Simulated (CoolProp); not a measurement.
Vapour-liquid equilibrium of propylene (1) + acetone (2) at 2.05 bar; x and y are mole fractions of (1).

The numbers come from the multi-fluid Helmholtz-energy mixture model, Lemmon 2013 and Lemmon 2006; pair parameters Bell 2016 in CoolProp.

```json
[
 {"x": "0.05", "bubble temperature, mixture model (K)": "312.6", "bubble temperature, Raoult's law (K)": "327.8", "y, mixture model": "0.731", "y, Raoult's law": "0.553"},
 {"x": "0.125", "bubble temperature, mixture model (K)": "278.8", "bubble temperature, Raoult's law (K)": "304.8", "y, mixture model": "0.942", "y, Raoult's law": "0.827"},
 {"x": "0.2", "bubble temperature, mixture model (K)": "263.7", "bubble temperature, Raoult's law (K)": "290.1", "y, mixture model": "0.975", "y, Raoult's law": "0.916"},
 {"x": "0.275", "bubble temperature, mixture model (K)": "256.1", "bubble temperature, Raoult's law (K)": "279.9", "y, mixture model": "0.985", "y, Raoult's law": "0.953"},
 {"x": "0.35", "bubble temperature, mixture model (K)": "252.0", "bubble temperature, Raoult's law (K)": "272.3", "y, mixture model": "0.989", "y, Raoult's law": "0.972"},
 {"x": "0.425", "bubble temperature, mixture model (K)": "249.8", "bubble temperature, Raoult's law (K)": "266.3", "y, mixture model": "0.991", "y, Raoult's law": "0.982"},
 {"x": "0.5", "bubble temperature, mixture model (K)": "248.6", "bubble temperature, Raoult's law (K)": "261.5", "y, mixture model": "0.992", "y, Raoult's law": "0.988"},
 {"x": "0.575", "bubble temperature, mixture model (K)": "248.0", "bubble temperature, Raoult's law (K)": "257.4", "y, mixture model": "0.992", "y, Raoult's law": "0.992"},
 {"x": "0.65", "bubble temperature, mixture model (K)": "247.5", "bubble temperature, Raoult's law (K)": "253.9", "y, mixture model": "0.993", "y, Raoult's law": "0.995"},
 {"x": "0.725", "bubble temperature, mixture model (K)": "246.9", "bubble temperature, Raoult's law (K)": "250.9", "y, mixture model": "0.993", "y, Raoult's law": "0.997"},
 {"x": "0.8", "bubble temperature, mixture model (K)": "246.1", "bubble temperature, Raoult's law (K)": "248.2", "y, mixture model": "0.994", "y, Raoult's law": "0.998"},
 {"x": "0.875", "bubble temperature, mixture model (K)": "245.0", "bubble temperature, Raoult's law (K)": "245.8", "y, mixture model": "0.995", "y, Raoult's law": "0.999"},
 {"x": "0.95", "bubble temperature, mixture model (K)": "243.5", "bubble temperature, Raoult's law (K)": "243.6", "y, mixture model": "0.998", "y, Raoult's law": "1.000"}
]
```

The largest gap from Raoult's law is -26.4 K in bubble temperature, at x = 0.2. No azeotrope shows between x = 0.05 and 0.95.

Pair parameters are fitted to limited data, so mixtures are less certain than the pure fluids. With so large a gap from Raoult's law the liquid may split in two, which this calculation doesn't test in full.
